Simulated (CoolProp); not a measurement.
Saturation properties of sulfur dioxide.

Values from CoolProp's reference Helmholtz-energy equation of state, Gao 2016.

```csv
T (K),p (kPa),liquid density (kg/m³),vapour density (kg/m³),enthalpy of vaporisation (kJ/kg),liquid cp (kJ/(kg K)),surface tension (mN/m)
232.7,21.03,1540,0.7028,…,1.361,34.5
240.9,33.64,1519,1.090,408.7,1.359,32.9
249.2,52.17,1498,1.642,401.6,1.358,31.3
257.5,78.26,1476,2.397,394.5,1.359,29.6
265.8,114.0,1455,3.406,387.2,…,28.0
274,161.0,1433,4.706,379.8,…,26.4
282.3,223.0,1411,6.389,372.0,1.374,24.7
290.6,302.3,1388,8.511,364.0,1.383,23.1
298.8,400.7,1365,11.11,355.7,1.394,21.5
307.1,523.8,1341,14.34,347.0,1.407,19.9
315.4,673.8,1317,18.27,337.9,1.424,18.3
323.7,854.4,1291,23.00,…,1.444,…
```

Question: Complete the blanks.

Answer: 
- 232.7, enthalpy of vaporisation (kJ/kg): 415.5
- 265.8, liquid cp (kJ/(kg K)): 1.362
- 274, liquid cp (kJ/(kg K)): 1.367
- 323.7, enthalpy of vaporisation (kJ/kg): 328.3
- 323.7, surface tension (mN/m): 16.7

It boils at 263.1 K under 1 atm.

Surface tension comes from a separate correlation (Mulero 2012).
